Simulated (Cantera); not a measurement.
A freely propagating, adiabatic, planar premixed flame of CH₄ : H₂ : O₂ : N₂ = 1 : 0.035 : 1.44 : 5.42 (molar parts), unburnt at 723 K and 760 Torr; mixture-averaged transport, grid criteria slope 0.08 and curve 0.16, no radiation.

Detailed kinetics in Cantera: GRI-Mech 3.0 (53 species, 325 reactions). Burning velocities carry a grid error of a few per cent, more on coarse grids.

What does this change do: O2 1.44 to 1.8 parts?


| quantity | before | after |
|---|---|---|
| laminar burning velocity | 124 cm/s | 249 cm/s |
| thermal thickness | 0.390 mm | 0.242 mm |
| peak x(H₂O₂) | 8.65e-6 | 1.03e-5 |
| peak x(C₂H) | 3.63e-6 | 2.75e-6 |
